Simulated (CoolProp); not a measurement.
The numbers come from the reference Helmholtz-energy equation of state, Bücker 2006 in CoolProp.

Task: Give the vapour pressure (bar), liquid cp (kJ/(kg K)), vapour Z of saturated isobutane at 267.8, 300.5, 341.5 K.

Result: 
```json
[
 {"T (K)": "267.8", "p (bar)": "1.29", "liquid cp (kJ/(kg K))": "2.25", "vapour Z": "0.951"},
 {"T (K)": "300.5", "p (bar)": "3.75", "liquid cp (kJ/(kg K))": "2.45", "vapour Z": "0.896"},
 {"T (K)": "341.5", "p (bar)": "10.5", "liquid cp (kJ/(kg K))": "2.79", "vapour Z": "0.787"}
]
```
